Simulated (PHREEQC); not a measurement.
Nickel, zinc or cadmium bath (model solution)

Solution (25 °C): 0.09 mol/kgw NiCl2 and 1.9 mol/kgw NaOH. It is in equilibrium with CO2 at log p = -3.4 (atm). Otherwise closed; pH follows from the charge balance.

Equilibrium calculation in PHREEQC: ion-association model, wateq4f.dat.

| Quantity | Value |
|---|---|
| pH | 9.94 |
| ionic strength | 1.51 mol/kgw |
| activity of water | 0.960 |
| total alkalinity | 1900 meq/kg |

```tsv
species	molality	activity	log γ
Na+	1.29	0.962	-0.127
NaCO3-	0.592	0.376	-0.197
Cl-	0.180	0.104	-0.237
CO3-2	0.129	0.0210	-0.788
Ni(CO3)2-2	0.0889	0.0558	-0.202
HCO3-	0.0801	0.0509	-0.197
NaHCO3	0.0195	0.0275	0.151
NiCO3	0.00108	0.00153	0.151
OH-	0.000154	8.45e-5	-0.260
CO2	9.58e-6	1.36e-5	0.151
NiHCO3+	7.75e-8	6.90e-8	-0.051
Ni(OH)2	4.95e-8	7.00e-8	0.151
Ni+2	1.57e-8	9.82e-9	-0.202
NiOH+	1.29e-8	1.14e-8	-0.051
Ni(OH)3-	6.64e-9	5.91e-9	-0.051
NiCl+	2.89e-9	2.57e-9	-0.051
```

No solid was allowed to form. Examples of supersaturated solids here: Ni(OH)2. Others may be too. Caution: at this ionic strength the ion-association model is outside its range; a Pitzer model would be the better tool where its parameters exist. The database's nickel carbonate constants are estimates that later reviews lower a good deal.
